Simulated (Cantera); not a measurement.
# CuO + CO + H2 + CH4 (carbothermic reduction)

A closed system holds: 1 mol CuO, 1.3 mol CO, 2.8 mol H2, 0.56 mol CH4, held at 2900 Pa.

Cantera equilibrium calculation (NASA polynomials, part measured and part estimated; ideal gas, pure solids and liquids). Candidate condensed phases: C, C6H6, C7H8, C8H18, Cu, CuO, Cu(OH)2, Cu2O, H2O; 113 gas species. Equilibrium is a limit: real reactors are often held back by kinetics, nucleation or transport.

From 1500 K to 1900 K the condensed part is Cu(l). From 2000 K to 2100 K nothing is condensed. The main Cu-bearing gas is Cu throughout.

| T (K) | log p H2 | log p CO | log p Cu | log p H2O | log p H | log p CO2 | log p Cu2 | n Cu(l) |
|---|---|---|---|---|---|---|---|---|
| 1500 | -1.75 | -2.05 | -5.08 | -2.73 | -5.63 | -3.44 | -8.49 | 0.998 |
| 1600 | -1.75 | -2.05 | -4.40 | -2.72 | -5.14 | -3.50 | -7.55 | 0.992 |
| 1700 | -1.75 | -2.05 | -3.80 | -2.72 | -4.71 | -3.55 | -6.72 | 0.968 |
| 1800 | -1.76 | -2.05 | -3.27 | -2.72 | -4.33 | -3.59 | -5.98 | 0.890 |
| 1900 | -1.78 | -2.07 | -2.79 | -2.73 | -3.99 | -3.64 | -5.33 | 0.656 |
| 2000 | -1.83 | -2.11 | -2.37 | -2.77 | -3.70 | -3.72 | -4.77 | 0 |
| 2100 | -1.83 | -2.11 | -2.37 | -2.77 | -3.42 | -3.75 | -5.01 | 0 |
log p: log10 of the partial pressure in bar; n: condensed amount in mol.
